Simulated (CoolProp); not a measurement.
Values from CoolProp's reference Helmholtz-energy equation of state, Lemmon 2006. It is a short technical equation, of lower accuracy than the large ones.

Q: Give the vapour pressure (MPa), enthalpy of vaporisation (kJ/kg), liquid cp (kJ/(kg K)), vapour Z of saturated hydrogen sulfide at 273.6 K.

A: 
| T (K) | p (MPa) | enthalpy of vaporisation (kJ/kg) | liquid cp (kJ/(kg K)) | vapour Z |
|---|---|---|---|---|
| 273.6 | 1.05 | 462 | 2.10 | 0.884 |
